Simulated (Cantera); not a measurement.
Input: 1 mol SO2, 0.66 mol O2, at 0.100 bar.

These are equilibrium values from Cantera (NASA tables, ideal gas, pure condensed phases), not measurements of a reactor. Candidate condensed phases: S; 10 gas species. Equilibrium is a limit: real reactors are often held back by kinetics, nucleation or transport.

### Question
At 1250 K, list the 3 most abundant gas species with their mole fractions, and the condensed phases.

### Answer
SO2 0.588, O2 0.391, SO3 0.0203. Condensed: gas only.
